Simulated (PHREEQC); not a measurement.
# Alkaline etch or developer: speciation

Make-up at 25 °C: 0.0035 mol NH3, 6e-05 mol Na2SiO3 and 0.004 mol K2CO3 per kg of water. Closed to the air; pH follows from the charge balance.

Model: ion-association model, wateq4f.dat, run in PHREEQC.

Each row changes one thing in this solution. No solid was allowed to form.

| case | pH | ionic strength (mol/kgw) | CO3-2 (mol/kgw) | HCO3- (mol/kgw) | NH4+ (mol/kgw) | CO2 (mol/kgw) |
|---|---|---|---|---|---|---|
| as made | 10.88 | 0.0115 | 0.00331 | 0.000686 | 8.91e-5 | 1.85e-8 |
| temperature from 25 to 5 °C | 11.42 | 0.0119 | 0.00363 | 0.000364 | 0.000115 | 4.10e-9 |
| Na2SiO3 left out | 10.86 | 0.0114 | 0.00329 | 0.000711 | 9.28e-5 | 2.00e-8 |
| Na2SiO3 from 6e-05 to 6.6e-05 mol/kgw | 10.88 | 0.0115 | 0.00331 | 0.000683 | 8.88e-5 | 1.83e-8 |
| K2CO3 from 0.004 to 0.0008 mol/kgw | 10.63 | 0.00243 | 0.000561 | 0.000238 | 0.000146 | 1.19e-8 |
| Na2SiO3 from 6e-05 to 6e-06 mol/kgw | 10.86 | 0.0114 | 0.00329 | 0.000709 | 9.24e-5 | 1.98e-8 |
| temperature from 25 to 45 °C | 10.46 | 0.0110 | 0.00286 | 0.00113 | 6.28e-5 | 6.90e-8 |

Species that the database lacks are ignored. Constants without temperature data keep their 25 °C values here.
